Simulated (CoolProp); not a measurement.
A single-stage vapour-compression cycle with the fluid: evaporating at 303.15 K (dew point), condensing at 325.15 K (bubble point), superheat 2 K, subcooling 8 K, compressor efficiency 0.75, no pressure losses. The same conditions are run with several fluids, on thermodynamics alone (safety and materials aside).

Model: reference Helmholtz-energy equation of state of each fluid (R125: Lemmon 2005; dimethyl ether: Wu 2011; 1,2-dichloroethane: Thol 2015; C3F8 (R218): Lemmon 2006; R143a: Lemmon and Jacobsen 2000; R142b: Lemmon 2006), in CoolProp.

Q: Rank R125, dimethyl ether, 1,2-dichloroethane, C3F8 (R218), R143a, R142b by cooling COP, highest first.

A: 1,2-dichloroethane (10.1), R142b (9.86), dimethyl ether (9.76), R143a (8.80), C3F8 (R218) (8.57), R125 (8.47)

```
fluid               pressure ratio  discharge temperature (K)  refrigerating effect (kJ/kg)  volumetric capacity (kJ/m³)
------------------  --------------  -------------------------  ----------------------------  ---------------------------
R125                          1.69                      331.6                          86.9                         8940
dimethyl ether                1.77                      336.2                           361                         5100
1,2-dichloroethane            2.54                      344.5                           335                          175
C3F8 (R218)                   1.71                      325.1                          57.7                         5630
R143a                         1.68                      333.5                           131                         8560
R142b                         1.83                      331.8                           182                         3140
```

The compression ends wet for: C3F8 (R218).
